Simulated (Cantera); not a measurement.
Thermodynamics of halide evaporation, hydrolysis and transport, feed MgF2 + H2

Feed: 1 mol MgF2, 3.9 mol H2, at 11000 Pa.

Equilibrium computed with Cantera from the NASA thermochemical tables; the gas is ideal and each condensed phase is pure. Candidate condensed phases: Mg, MgF2; 17 gas species. The tables' values for MgH are old estimates; treat these amounts as uncertain. Kinetics and transport are ignored.

From 727 °C to 1227 °C the condensed part is MgF2(s). From 1327 °C to 1627 °C the condensed part is MgF2(l). From 1727 °C to 1827 °C nothing is condensed. The main Mg-bearing gas is Mg at 727 °C and MgF2 at 1827 °C.

```
T (°C)   x H2      x HF    x MgF2      x Mg     x MgF  n MgF2(s)  n MgF2(l)
------  -----  --------  --------  --------  --------  ---------  ---------
727      1.00   1.91e-7  1.33e-10   9.52e-8  5.00e-11       1.00          0
827     1.000   2.52e-6   8.64e-9   1.25e-6   2.58e-9      1.000          0
927     1.000   2.14e-5   2.74e-7   1.06e-5   6.77e-8      1.000          0
1027    1.000  0.000130   5.02e-6   6.43e-5   1.06e-6      1.000          0
1127    0.999  0.000608   5.96e-5  0.000297   1.10e-5      0.999          0
1227    0.996   0.00230  0.000502   0.00111   8.26e-5      0.993          0
1327    0.987   0.00693   0.00266   0.00324  0.000420          0      0.975
1427    0.962    0.0176    0.0103   0.00795   0.00162          0      0.920
1527    0.903    0.0396    0.0339    0.0171   0.00527          0      0.762
1627    0.774    0.0796    0.0973    0.0323    0.0146          0      0.308
1727    0.688     0.117     0.122    0.0465    0.0231          0          0
1827    0.658     0.146     0.102    0.0591    0.0274          0          0
```
x: gas mole fraction; n: condensed amount in mol.
